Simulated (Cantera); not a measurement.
What does this Cantera script print?

```python
import numpy as np
import cantera as ct

gas_names = """
    CL CLO CL2 H HCL HOCL HO2 H2 H2O H2O2 Mg MgCL MgCL2 MgH MgO MgOH MgO2H2 Mg2 O OH O2 O3
""".split()
cond_names = """
    H2O(s) H2O(L) Mg(cr) Mg(L) MgCL2(s) MgCL2(L) MgO(s) MgO(L) MgO2H2(s)
""".split()


# ... load() reads the species with a 1 bar reference pressure and builds the phases ...
atoms = {
    'MgCl2': {'Mg': 1, 'CL': 2},
    'H2O': {'H': 2, 'O': 1},
    'H2': {'H': 2},
}
top_T = {}  # K; cautious upper limits of use, not melting points


# ... equilibrate(T, P, feed) seeds the gas with the atoms and calls Mixture.equilibrate('TP', solver="vcs", rtol=1e-11, max_steps=5000) ...
results = []
T = 1198.15  # K
P = 1.8  # Pa
for m in [0.14, 0.2, 0.3, 0.45, 0.68, 1, 1.5, 2.2, 3.3, 5, 7.4]:
    feed = {'MgCl2': 1, 'H2O': m, 'H2': 60}  # mol
    mix = equilibrate(T, P, feed)
    results.append((T, P, feed, dict(zip(mix.species_names, mix.species_moles))))
    x = sorted(zip(gas.X, gas.species_names), reverse=True)
    print(f"T = {T:g} K  P = {P:g} Pa  n(H2O) = {m:g} mol  gas = {mix.phase_moles(0):.4g} mol")
    print("   x: " + "  ".join(f"{s} {v:.3e}" for v, s in x if v > 1e-05))
    print("   condensed (mol): " + ("  ".join(f"{mix.phase(i).name} {mix.phase_moles(i):.4g}"
          for i in range(1, mix.n_phases) if mix.phase_moles(i) > 1e-12) or "none"))
```

It prints:

```
T = 1198.15 K  P = 1.8 Pa  n(H2O) = 0.14 mol  gas = 61.25 mol
   x: H2 9.779e-01  MgCL2 1.232e-02  HCL 8.006e-03  Mg 1.712e-03  H 4.443e-05  MgCL 1.426e-05
   condensed (mol): MgO(s) 0.1399
T = 1198.15 K  P = 1.8 Pa  n(H2O) = 0.2 mol  gas = 61.28 mol
   x: H2 9.778e-01  MgCL2 1.177e-02  HCL 9.079e-03  Mg 1.272e-03  H 4.443e-05  MgCL 1.202e-05
   condensed (mol): MgO(s) 0.1999
T = 1198.15 K  P = 1.8 Pa  n(H2O) = 0.3 mol  gas = 61.35 mol
   x: H2 9.773e-01  HCL 1.127e-02  MgCL2 1.066e-02  Mg 7.465e-04  H 4.442e-05
   condensed (mol): MgO(s) 0.2998
T = 1198.15 K  P = 1.8 Pa  n(H2O) = 0.45 mol  gas = 61.47 mol
   x: H2 9.757e-01  HCL 1.528e-02  MgCL2 8.623e-03  Mg 3.281e-04  H 4.438e-05
   condensed (mol): MgO(s) 0.4495
T = 1198.15 K  P = 1.8 Pa  n(H2O) = 0.68 mol  gas = 61.69 mol
   x: H2 9.725e-01  HCL 2.217e-02  MgCL2 5.124e-03  Mg 9.236e-05  H 4.431e-05  H2O 3.130e-05
   condensed (mol): MgO(s) 0.6781
T = 1198.15 K  P = 1.8 Pa  n(H2O) = 1 mol  gas = 62 mol
   x: H2 9.677e-01  HCL 3.114e-02  H2O 5.651e-04  MgCL2 5.598e-04  H 4.420e-05
   condensed (mol): MgO(s) 0.965
T = 1198.15 K  P = 1.8 Pa  n(H2O) = 1.5 mol  gas = 62.5 mol
   x: H2 9.600e-01  HCL 3.192e-02  H2O 8.042e-03  H 4.402e-05  MgCL2 4.133e-05
   condensed (mol): MgO(s) 0.9974
T = 1198.15 K  P = 1.8 Pa  n(H2O) = 2.2 mol  gas = 63.2 mol
   x: H2 9.493e-01  HCL 3.161e-02  H2O 1.900e-02  H 4.378e-05  MgCL2 1.716e-05
   condensed (mol): MgO(s) 0.9989
T = 1198.15 K  P = 1.8 Pa  n(H2O) = 3.3 mol  gas = 64.3 mol
   x: H2 9.331e-01  H2O 3.578e-02  HCL 3.108e-02  H 4.340e-05
   condensed (mol): MgO(s) 0.9994
T = 1198.15 K  P = 1.8 Pa  n(H2O) = 5 mol  gas = 66 mol
   x: H2 9.090e-01  H2O 6.061e-02  HCL 3.029e-02  H 4.284e-05
   condensed (mol): MgO(s) 0.9997
T = 1198.15 K  P = 1.8 Pa  n(H2O) = 7.4 mol  gas = 68.4 mol
   x: H2 8.772e-01  H2O 9.357e-02  HCL 2.923e-02  H 4.208e-05
   condensed (mol): MgO(s) 0.9998
```

Equilibrium computed with Cantera from the NASA thermochemical tables; the gas is ideal and each condensed phase is pure.
